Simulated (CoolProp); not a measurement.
Benzene along the isobar 8.64 bar: density (kg/m³) from the reference equation and from simpler models built on Tc = 288.9 °C, pc = 49.06 bar, ω = 0.211; each cubic takes its own stable root.

Computed with CoolProp (reference Helmholtz-energy equation of state, Thol 2012).

```tsv
T (°C)	phase	reference
16.35	liquid	883.3
26.25	liquid	872.8
36.25	liquid	862.2
46.25	liquid	851.5
56.25	liquid	840.6
66.15	liquid	829.8
76.15	liquid	818.8
86.15	liquid	807.5
96.05	liquid	796.2
106.05	liquid	784.6
116.05	liquid	772.7
126.05	liquid	760.6
135.95	liquid	748.2
145.95	liquid	735.4
```

Task: How far does each simpler model (van der Waals, Redlich-Kwong, Soave-Redlich-Kwong) lie from the reference over these 14 states: mean and median of the absolute difference, and the worst?

Result: 
- van der Waals: mean 55.7 %, median 39.3 %, worst -97.0 % at 145.95 °C and 8.64 bar
- Redlich-Kwong: mean 10.9 %, median 10.6 %, worst -12.4 % at 145.95 °C and 8.64 bar
- Soave-Redlich-Kwong: mean 8.6 %, median 8.5 %, worst -9.1 % at 145.95 °C and 8.64 bar

At some of these states van der Waals gives the other phase, because its saturation line lies elsewhere.
